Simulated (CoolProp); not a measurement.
Properties of isopentane along the isobar 42.5 bar.

Values from CoolProp's reference Helmholtz-energy equation of state, Lemmon 2006. It is a short technical equation, of lower accuracy than the large ones.

```json
[
 {"T (°C)": "-112.15", "phase": "liquid", "density (kg/m³)": "744.7", "cv (kJ/(kg K))": "1.250", "Joule-Thomson coefficient (K/MPa)": "-0.6176", "fugacity coefficient": "1.285e-6"},
 {"T (°C)": "-89.55", "phase": "liquid", "density (kg/m³)": "724.5", "cv (kJ/(kg K))": "1.303", "Joule-Thomson coefficient (K/MPa)": "-0.5945", "fugacity coefficient": "2.196e-5"},
 {"T (°C)": "-66.95", "phase": "liquid", "density (kg/m³)": "704.5", "cv (kJ/(kg K))": "1.369", "Joule-Thomson coefficient (K/MPa)": "-0.5635", "fugacity coefficient": "0.0001855"},
 {"T (°C)": "-44.35", "phase": "liquid", "density (kg/m³)": "684.5", "cv (kJ/(kg K))": "1.444", "Joule-Thomson coefficient (K/MPa)": "-0.5269", "fugacity coefficient": "0.0009659"},
 {"T (°C)": "-21.75", "phase": "liquid", "density (kg/m³)": "664.3", "cv (kJ/(kg K))": "1.525", "Joule-Thomson coefficient (K/MPa)": "-0.4855", "fugacity coefficient": "0.003560"},
 {"T (°C)": "0.85", "phase": "liquid", "density (kg/m³)": "643.6", "cv (kJ/(kg K))": "1.610", "Joule-Thomson coefficient (K/MPa)": "-0.4388", "fugacity coefficient": "0.01017"},
 {"T (°C)": "23.45", "phase": "liquid", "density (kg/m³)": "622.2", "cv (kJ/(kg K))": "1.700", "Joule-Thomson coefficient (K/MPa)": "-0.3857", "fugacity coefficient": "0.02394"},
 {"T (°C)": "46.05", "phase": "liquid", "density (kg/m³)": "599.8", "cv (kJ/(kg K))": "1.791", "Joule-Thomson coefficient (K/MPa)": "-0.3232", "fugacity coefficient": "0.04852"},
 {"T (°C)": "68.65", "phase": "liquid", "density (kg/m³)": "576.0", "cv (kJ/(kg K))": "1.884", "Joule-Thomson coefficient (K/MPa)": "-0.2464", "fugacity coefficient": "0.08735"},
 {"T (°C)": "91.25", "phase": "liquid", "density (kg/m³)": "550.3", "cv (kJ/(kg K))": "1.979", "Joule-Thomson coefficient (K/MPa)": "-0.1458", "fugacity coefficient": "0.1429"},
 {"T (°C)": "113.85", "phase": "liquid", "density (kg/m³)": "521.8", "cv (kJ/(kg K))": "2.075", "Joule-Thomson coefficient (K/MPa)": "-0.002612", "fugacity coefficient": "0.2163"},
 {"T (°C)": "136.45", "phase": "liquid", "density (kg/m³)": "488.9", "cv (kJ/(kg K))": "2.172", "Joule-Thomson coefficient (K/MPa)": "0.2260", "fugacity coefficient": "0.3064"},
 {"T (°C)": "159.05", "phase": "liquid", "density (kg/m³)": "448.7", "cv (kJ/(kg K))": "2.274", "Joule-Thomson coefficient (K/MPa)": "0.6635", "fugacity coefficient": "0.4101"},
 {"T (°C)": "181.65", "phase": "liquid", "density (kg/m³)": "391.6", "cv (kJ/(kg K))": "2.391", "Joule-Thomson coefficient (K/MPa)": "1.894", "fugacity coefficient": "0.5216"},
 {"T (°C)": "204.25", "phase": "supercritical", "density (kg/m³)": "226.6", "cv (kJ/(kg K))": "2.611", "Joule-Thomson coefficient (K/MPa)": "13.13", "fugacity coefficient": "0.6263"},
 {"T (°C)": "226.85", "phase": "supercritical", "density (kg/m³)": "129.1", "cv (kJ/(kg K))": "2.573", "Joule-Thomson coefficient (K/MPa)": "10.30", "fugacity coefficient": "0.6903"}
]
```
